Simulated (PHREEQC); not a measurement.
Make-up at 15 °C: 0.65 mol MgCl2 and 0.12 mol KCl per kg of water. It is in equilibrium with CO2 at log p = -3.4 (atm). Otherwise closed; pH follows from the charge balance.

The numbers come from PHREEQC with the Pitzer model, pitzer.dat.

Q: The ionic strength comes out as 2.07 mol/kgw. What activity coefficients do H+, Mg+2, HCO3-, K+, Cl- get?

A: H+ 1.3, Mg+2 0.41, HCO3- 0.42, K+ 0.70, Cl- 0.56. Single-ion values are on the MacInnes scale.

No solid was allowed to form. In brines, pH and single-ion activities rest on the MacInnes convention.
